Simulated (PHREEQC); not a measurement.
Consider water at 25 °C with 24 mmol/kgw NH4HS. Closed to the air; pH follows from the charge balance.

Model: ion-association model, wateq4f.dat, run in PHREEQC.

No solid was allowed to form.

### Question
Predict the pH, ionic strength.

### Answer
pH 8.09; ionic strength 0.0226 mol/kgw.

### Question
In which forms is N present?

### Answer
NH4+ 94 %, NH3 5.7 % of the N.

Complexes and solids missing from the database can't appear. The polysulfide entries of wateq4f.dat were taken out for this run.
